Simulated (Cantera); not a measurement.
# Transport properties of process gases

Gas mixture: 100 % NO, at 1.00 bar, frozen composition.

Cantera's kinetic-theory transport with the Lennard-Jones parameters of GRI-Mech 3.0, ideal gas; thermal conductivity in the multicomponent form. The composition is frozen, though it would react at the higher temperatures.

```csv
T (K),ρ (kg/m³),cp (J/kg/K),μ (µPa s),λ (mW/m/K),Pr,D (cm²/s) H₂,D (cm²/s) OH,D (cm²/s) C₂H₂
400,0.902,998.6,23.1,32.5,0.711,1.28,0.524,0.280
650,0.555,1054,32.3,48.1,0.708,2.89,1.19,0.652
900,0.401,1114,40.1,63.1,0.707,4.97,2.06,1.13
1150,0.314,1153,47.0,76.7,0.707,7.46,3.09,1.71
1400,0.258,1181,53.4,89.3,0.707,10.3,4.28,2.38
1650,0.219,1202,59.4,101,0.706,13.6,5.63,3.13
1900,0.190,1219,65.1,112,0.706,17.1,7.11,3.96
2150,0.168,1231,70.5,123,0.706,21.0,8.72,4.86
```
D: mixture-averaged diffusion coefficient of that species in the mixture.
